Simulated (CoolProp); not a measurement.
Vapour-liquid equilibrium of benzene (1) + o-xylene (2) at 0.00835 MPa; x and y are mole fractions of (1).

Values from CoolProp's multi-fluid Helmholtz-energy mixture model, Thol 2012 and Zhou 2012; pair parameters Bell 2016.

**Question.** Give the bubble temperature and the first vapour's composition at x = 0.35, 0.45, 0.95. Is there an azeotrope?

**Answer.** x = 0.35: 307.0 K, y = 0.891; x = 0.45: 302.0 K, y = 0.931; x = 0.95: 290.3 K, y = 0.995. No azeotrope shows between x = 0.05 and 0.95.

Pair parameters are fitted to limited data, so mixtures are less certain than the pure fluids. The gap from Raoult's law changes sign with composition, which may be real or a fault of the pair parameters; it wasn't checked against measurements.
